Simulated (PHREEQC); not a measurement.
Solution (25 °C): 140 mmol/kgw NiCl2, 70 mmol/kgw H3BO3 and 24 mmol/kgw HBr. Closed to the air; pH follows from the charge balance.

Computed with PHREEQC (ion-association model, wateq4f.dat).

Precipitation was switched off in this run.

**Question.** Order these Ni species by the share of Ni that they hold, largest first: NiCl2, NiCl+, NiBr+, Ni+2.

**Answer.** Ni+2 (80 %), NiCl+ (13 %), NiCl2 (5.1 %), NiBr+ (1.6 %)

**Question.** Order these Cl species by the share of Cl that they hold, largest first: NiCl+, Cl-, NiCl2.

**Answer.** Cl- (88 %), NiCl+ (6.5 %), NiCl2 (5.1 %)

The pH is 1.73 and the ionic strength 0.382 mol/kgw.
